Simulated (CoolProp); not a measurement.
Vapour-liquid equilibrium of chloromethane (R40) (1) + isobutene (2) at 0.279 MPa; x and y are mole fractions of (1).

Computed with CoolProp (multi-fluid Helmholtz-energy mixture model, Thol 2014 and Lemmon 2005; pair parameters Bell 2016).

Task: Give the bubble temperature and the first vapour's composition at x = 0.05, 0.2, 0.8. Is there an azeotrope?

Result: x = 0.05: 20.0 °C, y = 0.104; x = 0.2: 15.0 °C, y = 0.341; x = 0.8: 4.3 °C, y = 0.865. No azeotrope shows between x = 0.05 and 0.95.

Pair parameters are fitted to limited data, so mixtures are less certain than the pure fluids.
